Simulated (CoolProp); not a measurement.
Properties of isobutane along the isobar 0.709 MPa (Tc = 407.8 K, pc = 3.629 MPa, ω = 0.184).

Model: reference Helmholtz-energy equation of state, Bücker 2006, in CoolProp.

| T (K) | phase | cp (kJ/(kg K)) | speed of sound (m/s) | isothermal compressibility (1/MPa) |
|---|---|---|---|---|
| 235.4 | liquid | 2.101 | 1183 | 0.001650 |
| 260.9 | liquid | 2.216 | 1037 | 0.002243 |
| 286.5 | liquid | 2.354 | 891.8 | 0.003194 |
| 312 | liquid | [?] | 745.8 | 0.004890 |
| 337.5 | gas | 2.040 | [?] | 1.675 |
| 363.1 | gas | 2.099 | 215.0 | 1.594 |
| 388.6 | gas | 2.183 | [?] | 1.546 |
| 414.1 | gas | [?] | 237.3 | [?] |
| 439.7 | gas | 2.375 | 246.9 | 1.493 |
| 465.2 | gas | 2.473 | 255.8 | 1.477 |

### Question
What belongs in the gaps?

### Answer

- 312, cp (kJ/(kg K)): 2.523
- 337.5, speed of sound (m/s): 201.1
- 388.6, speed of sound (m/s): 226.8
- 414.1, cp (kJ/(kg K)): 2.277
- 414.1, isothermal compressibility (1/MPa): 1.515
